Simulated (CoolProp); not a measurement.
The numbers come from the reference Helmholtz-energy equation of state, Akasaka 2023 in CoolProp.

For R1224YDZ, give the phase and the cp (kJ/(kg K)), cv (kJ/(kg K)) at 76.55 °C and 1.05 bar.


- 76.55 °C and 1.05 bar: gas; cp 0.860, cv 0.797
